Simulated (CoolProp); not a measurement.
Values from CoolProp's reference Helmholtz-energy equation of state, Lemmon 2006. It is a short technical equation, of lower accuracy than the large ones.

Problem. For CH3F (R41), give the phase and the density (kg/m³), Joule-Thomson coefficient (K/MPa), expansivity (1/kK), fugacity coefficient at 332.8 K and 8590 kPa; 425 K and 8590 kPa.

Solution. 
- 332.8 K and 8590 kPa: supercritical; density 379, Joule-Thomson coefficient 4.31, expansivity 40.6, fugacity coefficient 0.557
- 425 K and 8590 kPa: supercritical; density 104, Joule-Thomson coefficient 5.41, expansivity 4.85, fugacity coefficient 0.810
